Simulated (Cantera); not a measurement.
Feed: 1 mol Pb, 7.3 mol H₂, equilibrated at 1.00 bar.

These are equilibrium values from Cantera (NASA tables, ideal gas, pure condensed phases), not measurements of a reactor. Candidate condensed phases: Pb; 4 gas species. Equilibrium is a limit: real reactors are often held back by kinetics, nucleation or transport.

Problem. Which condensed phases are stable at each of these points (T (K)): 523, 598, 673, 748, 823, 898, 973, 1048, 1123, 1198, 1273?

Solution. 
```json
[
 {"T (K)": "523", "condensed phases": "Pb(s)", "Pb condensed (%)": "100.0"},
 {"T (K)": "598", "condensed phases": "Pb(s)", "Pb condensed (%)": "100.0"},
 {"T (K)": "673", "condensed phases": "Pb(l)", "Pb condensed (%)": "100.0"},
 {"T (K)": "748", "condensed phases": "Pb(l)", "Pb condensed (%)": "100.0"},
 {"T (K)": "823", "condensed phases": "Pb(l)", "Pb condensed (%)": "100.0"},
 {"T (K)": "898", "condensed phases": "Pb(l)", "Pb condensed (%)": "100.0"},
 {"T (K)": "973", "condensed phases": "Pb(l)", "Pb condensed (%)": "100.0"},
 {"T (K)": "1048", "condensed phases": "Pb(l)", "Pb condensed (%)": "100.0"},
 {"T (K)": "1123", "condensed phases": "Pb(l)", "Pb condensed (%)": "99.9"},
 {"T (K)": "1198", "condensed phases": "Pb(l)", "Pb condensed (%)": "99.5"},
 {"T (K)": "1273", "condensed phases": "Pb(l)", "Pb condensed (%)": "98.7"}
]
```

From 523 K to 598 K the condensed part is Pb(s). From 673 K to 1273 K the condensed part is Pb(l).
